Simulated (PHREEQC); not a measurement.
Dissolve 0.058 mol HF and 0.0069 mol NH4HF2 per kg of water at 25 °C. It is in equilibrium with CO2 at log p = -1 (atm). Otherwise closed; pH follows from the charge balance.

All values are PHREEQC results (ion-association model, phreeqc.dat), not measurements.

This is a speciation only: nothing precipitates in the calculation.

What pH does the model give?

pH 2.35.

In which forms is F present?

HF 81 %, F- 13 %, HF2- 6.0 % of the F.
